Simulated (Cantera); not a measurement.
A closed system holds: 1 mol Si2Cl6, 0.77 mol HCl, 9.9 mol H2, 0.011 mol Cl2, equilibrated at 1150 K and 1.50 mbar.

Cantera equilibrium calculation (NASA polynomials, part measured and part estimated; ideal gas, pure solids and liquids). Candidate condensed phases: Si; 19 gas species. The feed counts by its element totals alone. The tables' values for SiCl3 are old estimates; treat these amounts as uncertain. Kinetics and transport are ignored.

Base state: H2 0.732, HCl 0.136, SiCl2 0.0554, SiCl4 0.0540, SiCl3 0.0165, SiHCl3 0.00592, SiH2Cl2 8.13e-5 (mole fractions); condensed: Si(s).

### Question
What changes in the equilibrium state with this change: Si2Cl6 replaced by SiH4?

### Answer
```tsv
species	before	after
H2	0.732	0.946
HCl	0.136	0.0478
SiCl2	0.0554	0.00532
SiCl4	0.0540	0.000497
SiCl3	0.0165	0.000491
SiHCl3	0.00592	0.000200
SiH2Cl2	8.13e-5	1.01e-5
Si(s), mol	0.309	0.917
```
